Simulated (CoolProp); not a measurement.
A single-stage vapour-compression cycle with R152A: evaporating at 281.15 K (dew point), condensing at 328.15 K (bubble point), superheat 5 K, subcooling 0 K, compressor efficiency 0.8, no pressure losses. Each further row changes one setting.

Computed with CoolProp (reference Helmholtz-energy equation of state, Outcalt 1996). It is a modified Benedict-Webb-Rubin equation, recast in Helmholtz form.

| case | cooling COP | pressure ratio | discharge temperature (K) | refrigerating effect (kJ/kg) | volumetric capacity (kJ/m³) |
|---|---|---|---|---|---|
| as stated | 3.79 | 3.82 | 353.9 | 218 | 2320 |
| evaporating temperature 286.15 K | (withheld) | 3.24 | 351.1 | (withheld) | 2760 |
| condensing temperature 323.15 K | 4.37 | 3.38 | (withheld) | 228 | (withheld) |
| subcooling 5 K | 3.96 | 3.82 | 353.9 | 228 | 2430 |
| superheat 15 K | 3.79 | 3.82 | (withheld) | 229 | (withheld) |
| compressor efficiency 0.7 | (withheld) | 3.82 | (withheld) | 218 | 2320 |

**Question.** Some entries are withheld; supply them.

**Answer.** 
- evaporating temperature 286.15 K, cooling COP: 4.40
- evaporating temperature 286.15 K, refrigerating effect (kJ/kg): 221
- condensing temperature 323.15 K, discharge temperature (K): 347.3
- condensing temperature 323.15 K, volumetric capacity (kJ/m³): 2420
- superheat 15 K, discharge temperature (K): 364.0
- superheat 15 K, volumetric capacity (kJ/m³): 2330
- compressor efficiency 0.7, cooling COP: 3.31
- compressor efficiency 0.7, discharge temperature (K): 359.7
